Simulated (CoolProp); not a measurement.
Vapour-liquid equilibrium of acetone (1) + n-decane (2) at 47.95 °C; x and y are mole fractions of (1).

Computed with CoolProp (multi-fluid Helmholtz-energy mixture model, Lemmon 2006 and Lemmon 2006; pair parameters Bell 2016).

```json
[
 {"x": "0.05", "bubble pressure, mixture model (bar)": "0.1014", "bubble pressure, Raoult's law (bar)": "0.04550", "y, mixture model": "0.926", "y, Raoult's law": "0.837"},
 {"x": "0.15", "bubble pressure, mixture model (bar)": "(withheld)", "bubble pressure, Raoult's law (bar)": "0.1208", "y, mixture model": "0.975", "y, Raoult's law": "0.945"},
 {"x": "0.25", "bubble pressure, mixture model (bar)": "0.4239", "bubble pressure, Raoult's law (bar)": "0.1962", "y, mixture model": "0.985", "y, Raoult's law": "0.970"},
 {"x": "0.35", "bubble pressure, mixture model (bar)": "0.5168", "bubble pressure, Raoult's law (bar)": "0.2715", "y, mixture model": "0.988", "y, Raoult's law": "0.981"},
 {"x": "0.45", "bubble pressure, mixture model (bar)": "0.5694", "bubble pressure, Raoult's law (bar)": "0.3469", "y, mixture model": "0.990", "y, Raoult's law": "0.988"},
 {"x": "0.55", "bubble pressure, mixture model (bar)": "(withheld)", "bubble pressure, Raoult's law (bar)": "0.4222", "y, mixture model": "0.991", "y, Raoult's law": "0.992"},
 {"x": "0.65", "bubble pressure, mixture model (bar)": "(withheld)", "bubble pressure, Raoult's law (bar)": "0.4975", "y, mixture model": "0.992", "y, Raoult's law": "0.994"},
 {"x": "0.75", "bubble pressure, mixture model (bar)": "0.6400", "bubble pressure, Raoult's law (bar)": "0.5729", "y, mixture model": "0.992", "y, Raoult's law": "0.997"},
 {"x": "0.85", "bubble pressure, mixture model (bar)": "0.6743", "bubble pressure, Raoult's law (bar)": "0.6482", "y, mixture model": "0.994", "y, Raoult's law": "0.998"},
 {"x": "0.95", "bubble pressure, mixture model (bar)": "0.7266", "bubble pressure, Raoult's law (bar)": "0.7235", "y, mixture model": "0.997", "y, Raoult's law": "0.999"}
]
```

Question: Some entries are withheld; supply them.

Answer: 
- 0.15, bubble pressure, mixture model (bar): 0.2818
- 0.55, bubble pressure, mixture model (bar): 0.5978
- 0.65, bubble pressure, mixture model (bar): 0.6174

The largest gap from Raoult's law is +133.3 % in bubble pressure, at x = 0.15. No azeotrope shows between x = 0.05 and 0.95.

Pair parameters are fitted to limited data, so mixtures are less certain than the pure fluids. With so large a gap from Raoult's law the liquid may split in two, which this calculation doesn't test in full.
